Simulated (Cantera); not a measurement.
What does this Cantera script print?

```python
import numpy as np
import cantera as ct

gas_names = """
    CL CL2 H HCL H2 Si SiCL SiCL2 SiCL3 SiCL4 SiH SiHCL3 SiH2 SiH2CL2 SiH3 SiH3CL SiH4 Si2 Si3
""".split()
cond_names = """
    Si(cr) Si(L)
""".split()


# ... load() reads the species with a 1 bar reference pressure and builds the phases ...
atoms = {
    'SiCl4': {'Si': 1, 'CL': 4},
    'HCl': {'H': 1, 'CL': 1},
    'H2': {'H': 2},
}
top_T = {}  # K; cautious upper limits of use, not melting points


# ... equilibrate(T, P, feed) seeds the gas with the atoms and calls Mixture.equilibrate('TP', solver="vcs", rtol=1e-11, max_steps=5000) ...
results = []
P = 770  # Pa
for T in [998, 1048, 1098, 1148, 1198, 1248, 1298, 1348, 1398, 1448, 1498, 1548, 1598, 1648]:
    for m in [16, 24, 35, 51, 76, 110, 160, 240, 360, 530, 780]:
        feed = {'SiCl4': 1, 'HCl': 1.5, 'H2': m}  # mol
        mix = equilibrate(T, P, feed)
        results.append((T, P, feed, dict(zip(mix.species_names, mix.species_moles))))

for T, P, feed, n in results:
    print(f"{T:7g} {feed['H2']:10.4g}  " + (" + ".join(c for c in cond_names if n.get(c, 0) > 1e-12) or "gas only"))
```

It prints:

```
    998         16  gas only
    998         24  gas only
    998         35  gas only
    998         51  gas only
    998         76  gas only
    998        110  Si(cr)
    998        160  Si(cr)
    998        240  Si(cr)
    998        360  Si(cr)
    998        530  Si(cr)
    998        780  Si(cr)
   1048         16  gas only
   1048         24  gas only
   1048         35  gas only
   1048         51  gas only
   1048         76  Si(cr)
   1048        110  Si(cr)
   1048        160  Si(cr)
   1048        240  Si(cr)
   1048        360  Si(cr)
   1048        530  Si(cr)
   1048        780  Si(cr)
   1098         16  gas only
   1098         24  gas only
   1098         35  gas only
   1098         51  Si(cr)
   1098         76  Si(cr)
   1098        110  Si(cr)
   1098        160  Si(cr)
   1098        240  Si(cr)
   1098        360  Si(cr)
   1098        530  Si(cr)
   1098        780  Si(cr)
   1148         16  gas only
   1148         24  gas only
   1148         35  gas only
   1148         51  Si(cr)
   1148         76  Si(cr)
   1148        110  Si(cr)
   1148        160  Si(cr)
   1148        240  Si(cr)
   1148        360  Si(cr)
   1148        530  Si(cr)
   1148        780  Si(cr)
   1198         16  gas only
   1198         24  gas only
   1198         35  Si(cr)
   1198         51  Si(cr)
   1198         76  Si(cr)
   1198        110  Si(cr)
   1198        160  Si(cr)
   1198        240  Si(cr)
   1198        360  Si(cr)
   1198        530  Si(cr)
   1198        780  Si(cr)
   1248         16  gas only
   1248         24  gas only
   1248         35  Si(cr)
   1248         51  Si(cr)
   1248         76  Si(cr)
   1248        110  Si(cr)
   1248        160  Si(cr)
   1248        240  Si(cr)
   1248        360  Si(cr)
   1248        530  Si(cr)
   1248        780  Si(cr)
   1298         16  gas only
   1298         24  gas only
   1298         35  gas only
   1298         51  Si(cr)
   1298         76  Si(cr)
   1298        110  Si(cr)
   1298        160  Si(cr)
   1298        240  Si(cr)
   1298        360  Si(cr)
   1298        530  Si(cr)
   1298        780  Si(cr)
   1348         16  gas only
   1348         24  gas only
   1348         35  gas only
   1348         51  Si(cr)
   1348         76  Si(cr)
   1348        110  Si(cr)
   1348        160  Si(cr)
   1348        240  Si(cr)
   1348        360  Si(cr)
   1348        530  Si(cr)
   1348        780  Si(cr)
   1398         16  gas only
   1398         24  gas only
   1398         35  gas only
   1398         51  Si(cr)
   1398         76  Si(cr)
   1398        110  Si(cr)
   1398        160  Si(cr)
   1398        240  Si(cr)
   1398        360  Si(cr)
   1398        530  Si(cr)
   1398        780  Si(cr)
   1448         16  gas only
   1448         24  gas only
   1448         35  gas only
   1448         51  Si(cr)
   1448         76  Si(cr)
   1448        110  Si(cr)
   1448        160  Si(cr)
   1448        240  Si(cr)
   1448        360  Si(cr)
   1448        530  Si(cr)
   1448        780  Si(cr)
   1498         16  gas only
   1498         24  gas only
   1498         35  gas only
   1498         51  Si(cr)
   1498         76  Si(cr)
   1498        110  Si(cr)
   1498        160  Si(cr)
   1498        240  Si(cr)
   1498        360  Si(cr)
   1498        530  Si(cr)
   1498        780  Si(cr)
   1548         16  gas only
   1548         24  gas only
   1548         35  gas only
   1548         51  Si(cr)
   1548         76  Si(cr)
   1548        110  Si(cr)
   1548        160  Si(cr)
   1548        240  Si(cr)
   1548        360  Si(cr)
   1548        530  Si(cr)
   1548        780  Si(cr)
   1598         16  gas only
   1598         24  gas only
   1598         35  gas only
   1598         51  Si(cr)
   1598         76  Si(cr)
   1598        110  Si(cr)
   1598        160  Si(cr)
   1598        240  Si(cr)
   1598        360  Si(cr)
   1598        530  Si(cr)
   1598        780  Si(cr)
   1648         16  gas only
   1648         24  gas only
   1648         35  gas only
   1648         51  Si(cr)
   1648         76  Si(cr)
   1648        110  Si(cr)
   1648        160  Si(cr)
   1648        240  Si(cr)
   1648        360  Si(cr)
   1648        530  Si(cr)
   1648        780  Si(cr)
```

Cantera equilibrium calculation (NASA polynomials, part measured and part estimated; ideal gas, pure solids and liquids). The tables' values for SiCl3 are old estimates.
